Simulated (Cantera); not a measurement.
A closed system holds: 1 mol Si2Cl6, 0.025 mol HCl, 260 mol N2.

Cantera equilibrium calculation (NASA polynomials, part measured and part estimated; ideal gas, pure solids and liquids). Candidate condensed phases: NH4Cl, Si, Si3N4; 28 gas species. The feed counts by its element totals alone. N2 is the only nitrogen source here; it is nearly inert below about 1500 K, so the nitride shown seldom forms there in practice. The tables' values for SiCl3 are old estimates. Rates play no part.

Stable condensed phases, one row left out:

```
T in K \ P in Pa
            100    210    460    980   2100   4500   9600  20000  44000  94000 200000
   1748       A      A      A      A      A      A      A      A      A      A      A
   1723       A      A      A      A      A      A      A      A      A      A      A
   1698       A      A      A      A      A      A      A      A      A      A      A
   1673       A      A      A      A      A      A      A      A      A      A      A
   1648       A      A      A      A      A      A      A      A      A      A      A
   1623       A      A      A      A      A      A      A      A      A      A      B
   1573       A      A      A      A      A      A      A      A      A      B      B
   1548       A      A      A      A      A      A      A      A      A      B      B
   1523       A      A      A      A      A      A      A      A      B      B      B
   1498       A      A      A      A      A      A      A      B      B      B      B
   1473       A      A      A      A      A      A      A      B      B      B      B
   1448       A      A      A      A      A      A      B      B      B      B      B
```

A: gas only; B: Si3N4.

Task: Give the row for 1598 K.

Result: 100: gas only; 210: gas only; 460: gas only; 980: gas only; 2100: gas only; 4500: gas only; 9600: gas only; 20000: gas only; 44000: gas only; 94000: gas only; 200000: Si3N4.
